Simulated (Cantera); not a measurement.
An adiabatic, constant-pressure homogeneous reactor starts with CH4 : H2 : O2 : N2 : H2O = 1 : 0.29 : 3.25 : 12.2 : 1.4 (molar parts), at 1700 K and 7500 Torr. Integrator tolerance rtol = 1e-08.

Detailed kinetics in Cantera: GRI-Mech 3.0 (53 species, 325 reactions).

```
quantity                                                              before                                      after
---------------------------------  -----------------------------------------  -----------------------------------------
time of steepest temperature rise                                    17.2 µs                                    18.6 µs
temperature at 0.100 s                                                2703 K                                     2626 K
equilibrium temperature                                               2703 K                                     2626 K
x(CH4) at 0.100 s                      <1e-12 (gas-phase equilibrium <1e-12)      <1e-12 (gas-phase equilibrium <1e-12)
x(H2) at 0.100 s                     0.00388 (gas-phase equilibrium 0.00388)    0.00383 (gas-phase equilibrium 0.00383)
x(O2) at 0.100 s                       0.0538 (gas-phase equilibrium 0.0538)      0.0502 (gas-phase equilibrium 0.0502)
x(CO2) at 0.100 s                      0.0484 (gas-phase equilibrium 0.0484)      0.0463 (gas-phase equilibrium 0.0463)
x(C2H6) at 0.100 s                     <1e-12 (gas-phase equilibrium <1e-12)      <1e-12 (gas-phase equilibrium <1e-12)
x(HCN) at 0.100 s                  1.40e-10 (gas-phase equilibrium 1.40e-10)  6.95e-11 (gas-phase equilibrium 6.95e-11)
x(HCO) at 0.100 s                    8.08e-9 (gas-phase equilibrium 8.08e-9)    4.56e-9 (gas-phase equilibrium 4.56e-9)
```

### Question
Which change was made?
(A) constant volume in place of constant pressure
(B) H2O 1.4 to 2.9 parts
(C) pressure from 7500 Torr to 10500 Torr
(D) H2 0.29 to 0.14 parts

### Answer
B, H2O 1.4 to 2.9 parts
